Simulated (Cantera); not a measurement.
An adiabatic, constant-volume homogeneous reactor starts with 22.3 % H2, 15.7 % O2, 59.1 % N2, 2.90 % H2O, equivalence ratio 0.71, at 1050 K and 1.00 bar.

Computed with Cantera and GRI-Mech 3.0 (53 species, 325 reactions).

Question: Predict: time of steepest temperature rise; temperature at 0.400 s; equilibrium temperature; x(H2) at 0.400 s; x(O2) at 0.400 s; x(H2O) at 0.400 s; x(OH) at 0.400 s; x(NO) at 0.400 s.

Answer: 
- time of steepest temperature rise: 0.169 ms
- temperature at 0.400 s: 2686 K
- equilibrium temperature: 2686 K
- x(H2) at 0.400 s: 0.0112 (gas-phase equilibrium 0.0112)
- x(O2) at 0.400 s: 0.0428 (gas-phase equilibrium 0.0428)
- x(H2O) at 0.400 s: 0.255 (gas-phase equilibrium 0.255)
- x(OH) at 0.400 s: 0.0217 (gas-phase equilibrium 0.0217)
- x(NO) at 0.400 s: 0.0128 (gas-phase equilibrium 0.0128)
